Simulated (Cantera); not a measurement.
A perfectly stirred reactor is fed with H2 : O2 = 0.17 : 1 (molar parts), at 0.0120 bar; it is held at 1275 K, and followed from long to short residence time.

Computed with Cantera and GRI-Mech 3.0 (53 species, 325 reactions). Radical loss at walls, strong at low pressure, is not modelled. The temperature is held fixed by assumption; the heat of reaction is taken as removed at once.

Q: What does this change do: H2 0.17 to 0.6 parts?

A: 
```tsv
quantity	before	after
x(H2) at τ = 0.450 s	0.000889	0.00310
x(O2) at τ = 0.450 s	0.834	0.532
x(H2O2) at τ = 0.450 s	1.70e-7	5.25e-7
x(H2O) at τ = 0.450 s	0.152	0.450
x(OH) at τ = 0.450 s	0.00375	0.00581
x(H2) at τ = 27.0 ms	0.00424	0.0164
x(O2) at τ = 27.0 ms	0.801	0.504
x(H2O2) at τ = 27.0 ms	2.21e-7	6.38e-7
x(H2O) at τ = 27.0 ms	0.135	0.391
x(OH) at τ = 27.0 ms	0.00807	0.0133
```

Q: What does this change do: O2 1 to 3.8 parts?

A: 
```csv
quantity,before,after
x(H2) at τ = 0.450 s,0.000889,0.000241
x(O2) at τ = 0.450 s,0.834,0.948
x(H2O2) at τ = 0.450 s,1.70e-7,5.03e-8
x(H2O) at τ = 0.450 s,0.152,0.0420
x(OH) at τ = 0.450 s,0.00375,0.00194
x(H2) at τ = 27.0 ms,0.00424,0.00105
x(O2) at τ = 27.0 ms,0.801,0.931
x(H2O2) at τ = 27.0 ms,2.21e-7,6.85e-8
x(H2O) at τ = 27.0 ms,0.135,0.0383
x(OH) at τ = 27.0 ms,0.00807,0.00362
```
